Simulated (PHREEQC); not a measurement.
## Hard or scaling water

Dissolve 0.022 mol MgCl2, 0.0019 mol NaHCO3 and 0.0004 mol H4SiO4 per kg of water at 68 °C. Closed to the air; pH follows from the charge balance.

Computed with PHREEQC (ion-association model, phreeqc.dat).

Precipitation was switched off in this run.

**Question.** Estimate the pH, specific conductance, density.

**Answer.** pH 7.43; specific conductance 9900 µS/cm; density 0.981 g/cm³.

**Question.** In which forms is C present?

**Answer.** HCO3- 80 %, MgHCO3+ 12 %, CO2 4.8 %, MgCO3 2.1 % of the C.

Away from 25 °C the constants follow the database's enthalpies or fits; those with neither stay at their 25 °C values.
